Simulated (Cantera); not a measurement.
# SiHCl₃ + C₃H₈ + H₂ (silicon carbide growth)

Charge: 1 mol SiHCl₃, a varied amount of C₃H₈, 1.9 mol H₂, equilibrated at 1425 K and 0.00240 bar.

Equilibrium computed with Cantera from the NASA thermochemical tables; the gas is ideal and each condensed phase is pure. Candidate condensed phases: C, C₆H₆, C₇H₈, C₈H₁₈, Si, SiC; 109 gas species. The tables' values for SiCl₃ are old estimates; treat these amounts as uncertain. Kinetics and transport are ignored.

| n(C₃H₈) (mol) | x HCl | x H₂ | x SiCl₂ | x SiCl₃ | x SiCl₄ | x SiHCl₃ | n SiC(s) | n C(graphite) |
|---|---|---|---|---|---|---|---|---|
| 0.085 | 0.334 | 0.488 | 0.157 | 0.0152 | 0.00579 | 0.000662 | 0.255 | 0 |
| 0.11 | 0.361 | 0.483 | 0.136 | 0.0143 | 0.00593 | 0.000621 | 0.330 | 0 |
| 0.14 | 0.392 | 0.476 | 0.112 | 0.0130 | 0.00590 | 0.000559 | 0.420 | 0 |
| 0.17 | 0.423 | 0.469 | 0.0907 | 0.0114 | 0.00562 | 0.000487 | 0.510 | 0 |
| 0.2 | 0.453 | 0.461 | 0.0709 | 0.00959 | 0.00510 | 0.000407 | 0.600 | 0 |
| 0.23 | 0.481 | 0.454 | 0.0526 | 0.00762 | 0.00435 | 0.000321 | 0.690 | 0 |
| 0.25 | 0.500 | 0.449 | 0.0412 | 0.00624 | 0.00372 | 0.000261 | 0.750 | 0 |
| 0.28 | 0.527 | 0.441 | 0.0252 | 0.00406 | 0.00257 | 0.000169 | 0.840 | 0 |
| 0.31 | 0.551 | 0.434 | 0.0113 | 0.00192 | 0.00128 | 7.91e-5 | 0.925 | 0.00480 |
| 0.34 | 0.540 | 0.446 | 0.0106 | 0.00174 | 0.00112 | 7.25e-5 | 0.929 | 0.0909 |
| 0.37 | 0.530 | 0.457 | 0.00992 | 0.00158 | 0.000986 | 6.66e-5 | 0.933 | 0.177 |
| 0.39 | 0.523 | 0.465 | 0.00951 | 0.00148 | 0.000907 | 6.31e-5 | 0.935 | 0.235 |
| 0.42 | 0.513 | 0.476 | 0.00894 | 0.00135 | 0.000802 | 5.82e-5 | 0.938 | 0.322 |
x: gas mole fraction; n: condensed amount in mol.

From 0.085 mol C₃H₈ to 0.28 mol C₃H₈ the condensed part is SiC(s). From 0.31 mol C₃H₈ to 0.42 mol C₃H₈ the condensed part is C(graphite) + SiC(s). The main Si-bearing gas is SiCl₂ throughout. The share of Si in condensed phases is highest at 0.42 mol C₃H₈ (93.8 %) and lowest at 0.085 mol C₃H₈ (25.5 %).
